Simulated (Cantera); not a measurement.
Charge: 1 mol C₂H₆, 0.22 mol CO₂, 33 mol H₂, held at 97.5 Torr.

Equilibrium computed with Cantera from the NASA thermochemical tables; the gas is ideal and each condensed phase is pure. Candidate condensed phases: C, C₆H₆, C₇H₈, C₈H₁₈, H₂O; 110 gas species. Rates play no part.

What share of the C ends up in condensed phases as a function of T (K), at 1648, 1748, 1848, 1948, 2048, 2148, 2248, 2348, 2448, 2548, 2648, 2748, 2848?


| T (K) | C condensed (%) | as |
|---|---|---|
| 1648 | 79.8 | C(graphite) |
| 1748 | 79.6 | C(graphite) |
| 1848 | 79.2 | C(graphite) |
| 1948 | 78.3 | C(graphite) |
| 2048 | 76.7 | C(graphite) |
| 2148 | 73.9 | C(graphite) |
| 2248 | 69.5 | C(graphite) |
| 2348 | 62.7 | C(graphite) |
| 2448 | 52.8 | C(graphite) |
| 2548 | 38.9 | C(graphite) |
| 2648 | 20.1 | C(graphite) |
| 2748 | 0.0 | - |
| 2848 | 0.0 | - |
